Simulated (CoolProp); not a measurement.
Vapour-liquid equilibrium of CHF3 (R23) (1) + R22 (2) at 84.3 kPa; x and y are mole fractions of (1).

Model: multi-fluid Helmholtz-energy mixture model, Penoncello 2003 and Kamei 1995; pair parameters Bell 2016, in CoolProp.

```csv
x,bubble temperature (K),y at the bubble point,dew temperature at overall composition x (K),liquid density (mol/L)
0.05,221.5,0.323,227.5,16.76
0.125,213.8,0.585,226.0,17.20
0.2,208.3,0.721,224.4,17.57
0.275,204.2,0.801,222.7,17.91
0.35,201.1,0.851,220.9,18.22
0.425,198.6,0.885,218.8,18.52
0.5,196.6,0.910,216.6,18.81
0.575,194.9,0.929,214.2,19.10
0.65,193.5,0.945,211.4,19.39
0.725,192.2,0.958,?,19.68
0.8,191.0,0.970,204.3,19.97
0.875,189.8,?,199.4,20.28
0.95,188.7,?,193.0,20.60
```

**Question.** Complete the blanks.

**Answer.** 
- 0.725, dew temperature at overall composition x (K): 208.1
- 0.875, y at the bubble point: 0.981
- 0.95, y at the bubble point: 0.992

No azeotrope shows between x = 0.05 and 0.95.

Pair parameters are fitted to limited data, so mixtures are less certain than the pure fluids.
